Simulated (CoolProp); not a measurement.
Vapour-liquid equilibrium of R134a (1) + R1234yf (2) at 341.3 K; x and y are mole fractions of (1).

Values from CoolProp's multi-fluid Helmholtz-energy mixture model, Tillner-Roth 1994 and Lemmon 2022; pair parameters Bell 2022.

```
x      bubble pressure, mixture model (bar)  bubble pressure, Raoult's law (bar)  y, mixture model  y, Raoult's law
-----  ------------------------------------  -----------------------------------  ----------------  ---------------
0.05                                  19.84                                19.68             0.055            0.052
0.125                                     ?                                19.73             0.135            0.129
0.2                                   20.32                                19.78                 ?            0.205
0.275                                 20.50                                19.83             0.287            0.282
0.35                                      ?                                19.88             0.361            0.358
0.425                                 20.75                                19.93             0.433            0.433
0.5                                   20.82                                19.98             0.505            0.508
0.575                                 20.85                                20.03             0.576            0.583
0.65                                  20.85                                20.08             0.648            0.657
0.725                                 20.81                                20.12             0.720            0.732
0.8                                   20.72                                20.17             0.794            0.805
0.875                                     ?                                20.22             0.869            0.879
0.95                                      ?                                20.27             0.947            0.952
```

Problem. Complete the blanks.

Solution. 
- 0.125, bubble pressure, mixture model (bar): 20.10
- 0.2, y, mixture model: 0.212
- 0.35, bubble pressure, mixture model (bar): 20.65
- 0.875, bubble pressure, mixture model (bar): 20.60
- 0.95, bubble pressure, mixture model (bar): 20.44

The largest gap from Raoult's law is +4.2 % in bubble pressure, at x = 0.5. y crosses x between x = 0.575 and 0.65: the model has an azeotrope there.

The pair parameters rest on a limited set of measurements; away from them the model extrapolates.
